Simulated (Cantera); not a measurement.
A closed system holds: 1 mol TiC, 0.13 mol H2, at 1.00 Torr.

Method: chemical equilibrium by Gibbs-energy minimisation in Cantera with the NASA 1993 tables (ideal gas, pure condensed phases). Candidate condensed phases: C, C6H6, C7H8, C8H18, Ti, TiC; 77 gas species. TiC: taken at fixed stoichiometry. Equilibrium is a limit: real reactors are often held back by kinetics, nucleation or transport.

At 2898 K, list the 6 most abundant gas species with their mole fractions, and the condensed phases.

H 0.773, Ti 0.117, H2 0.0611, C3 0.0297, C 0.0102, C2 0.00404. Condensed: TiC(s).
